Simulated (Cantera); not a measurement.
# Thermodynamics of aluminium nitride and oxide growth, feed AlBr3 + N2 + H2

Input: 1 mol AlBr3, 1.3 mol N2, 830 mol H2, at 0.00980 bar.

Cantera equilibrium calculation (NASA polynomials, part measured and part estimated; ideal gas, pure solids and liquids). Candidate condensed phases: Al, AlBr3, AlN, Br2; 19 gas species. Equilibrium is a limit: real reactors are often held back by kinetics, nucleation or transport.

```json
[
 {"T (K)": "1123", "x H2": "0.995", "x H": "4.29e-7", "x HBr": "0.00357", "x N2": "0.000966", "x Br": "1.04e-6", "x AlBr": "1.82e-7", "n AlN(s)": "0.992"},
 {"T (K)": "1223", "x H2": "0.995", "x H": "3.03e-6", "x HBr": "0.00356", "x N2": "0.000969", "x Br": "3.93e-6", "x AlBr": "4.38e-6", "n AlN(s)": "0.987"},
 {"T (K)": "1323", "x H2": "0.995", "x H": "1.60e-5", "x HBr": "0.00349", "x N2": "0.000999", "x Br": "1.20e-5", "x AlBr": "6.26e-5", "n AlN(s)": "0.938"},
 {"T (K)": "1423", "x H2": "0.995", "x H": "6.69e-5", "x HBr": "0.00305", "x N2": "0.00121", "x Br": "2.80e-5", "x AlBr": "0.000499", "n AlN(s)": "0.577"},
 {"T (K)": "1523", "x H2": "0.995", "x H": "0.000233", "x HBr": "0.00235", "x N2": "0.00156", "x Br": "5.07e-5", "x AlBr": "0.00120", "n AlN(s)": "0"},
 {"T (K)": "1623", "x H2": "0.994", "x H": "0.000696", "x HBr": "0.00230", "x N2": "0.00156", "x Br": "0.000105", "x AlBr": "0.00119", "n AlN(s)": "0"},
 {"T (K)": "1723", "x H2": "0.993", "x H": "0.00184", "x HBr": "0.00222", "x N2": "0.00156", "x Br": "0.000198", "x AlBr": "0.00118", "n AlN(s)": "0"},
 {"T (K)": "1823", "x H2": "0.990", "x H": "0.00436", "x HBr": "0.00212", "x N2": "0.00156", "x Br": "0.000342", "x AlBr": "0.00113", "n AlN(s)": "0"},
 {"T (K)": "1923", "x H2": "0.985", "x H": "0.00945", "x HBr": "0.00200", "x N2": "0.00155", "x Br": "0.000552", "x AlBr": "0.00103", "n AlN(s)": "0"},
 {"T (K)": "2023", "x H2": "0.976", "x H": "0.0189", "x HBr": "0.00188", "x N2": "0.00154", "x Br": "0.000841", "x AlBr": "0.000847", "n AlN(s)": "0"},
 {"T (K)": "2123", "x H2": "0.959", "x H": "0.0355", "x HBr": "0.00172", "x N2": "0.00153", "x Br": "0.00121", "x AlBr": "0.000607", "n AlN(s)": "0"}
]
```
x: gas mole fraction; n: condensed amount in mol.

From 1123 K to 1423 K the condensed part is AlN(s). From 1523 K to 2123 K nothing is condensed. The main Al-bearing gas is AlBr3 at 1123 K and AlBr at 2123 K.
